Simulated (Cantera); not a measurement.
Feed: 1 mol CCl4, 1.4 mol H2, held at 2548 K and 5000 Pa.

Equilibrium computed with Cantera from the NASA thermochemical tables; the gas is ideal and each condensed phase is pure. Candidate condensed phases: C, C6H6, C7H8, C8H18; 91 gas species. The numbers say what is thermodynamically allowed, not how fast it happens.

Base state: HCl 0.592, Cl 0.359, H2 0.0257, H 0.0222, Cl2 0.000437, C2H2 (acetylene) 0.000340, C2HCl 9.66e-5, C2H 2.32e-5 (mole fractions); condensed: C(graphite).

Problem. What changes in the equilibrium state with this change: H2 from 1.4 to 11 mol?

Solution. 
| species | before | after |
|---|---|---|
| H2 | 0.0257 | 0.599 |
| HCl | 0.592 | 0.254 |
| H | 0.0222 | 0.107 |
| Cl | 0.359 | 0.0320 |
| Cl2 | 0.000437 | 3.46e-6 |
| C2H2 (acetylene) | 0.000340 | 0.00790 |
| C4H2 | 1.85e-6 | 4.31e-5 |
| C2H | 2.32e-5 | 0.000112 |
| C(graphite), mol | 0.996 | 0.771 |

Problem. What changes in the equilibrium state with this change: H2 from 1.4 to 2.7 mol?

Solution. 
```json
[
 {"species": "HCl", "before": "0.592", "after": "0.620"},
 {"species": "H2", "before": "0.0257", "after": "0.175"},
 {"species": "Cl", "before": "0.359", "after": "0.144"},
 {"species": "H", "before": "0.0222", "after": "0.0578"},
 {"species": "C4H2", "before": "1.85e-6", "after": "1.26e-5"},
 {"species": "C2H2 (acetylene)", "before": "0.000340", "after": "0.00231"},
 {"species": "Cl2", "before": "0.000437", "after": "7.06e-5"},
 {"species": "C(graphite), mol", "before": "0.996", "after": "0.973"}
]
```
